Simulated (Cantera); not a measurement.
A closed system holds: 1 mol CH₃SiCl₃, 0.7 mol C₂H₄, 1.5 mol H₂, equilibrated at 2375 K and 1.33 mbar.

Equilibrium computed with Cantera from the NASA thermochemical tables; the gas is ideal and each condensed phase is pure. Candidate condensed phases: C, C₆H₆, C₇H₈, C₈H₁₈, Si, SiC; 109 gas species. The feed counts by its element totals alone. The tables' values for SiCl, SiCl₃ are old estimates; treat these amounts as uncertain. Gases not in the tables: Si₂H₆ and higher silanes. Rates play no part.

Base state: H₂ 0.323, HCl 0.225, H 0.219, Cl 0.109, Si 0.0805, SiCl₂ 0.0156, SiC₂ 0.0143, SiCl 0.00753 (mole fractions); condensed: C(graphite).

Task: What changes in the equilibrium state with this change: temperature from 2375 K to 1000 K?

Result: 
```json
[
 {"species": "H₂", "before": "0.323", "after": "0.633"},
 {"species": "HCl", "before": "0.225", "after": "0.310"},
 {"species": "SiCl₄", "before": "1.35e-8", "after": "0.0559"},
 {"species": "H", "before": "0.219", "after": "4.94e-8"},
 {"species": "Cl", "before": "0.109", "after": "2.25e-8"},
 {"species": "Si", "before": "0.0805", "after": "<1e-9"},
 {"species": "SiC₂", "before": "0.0143", "after": "<1e-9"},
 {"species": "SiCl₂", "before": "0.0156", "after": "0.000101"},
 {"species": "SiCl", "before": "0.00753", "after": "<1e-9"},
 {"species": "Si₂C", "before": "0.00282", "after": "<1e-9"},
 {"species": "C(graphite), mol", "before": "2.11", "after": "1.72"},
 {"species": "SiC(s), mol", "before": "0", "after": "0.680"}
]
```
The tables' values for SiCl₃ are old estimates; treat these amounts as uncertain.
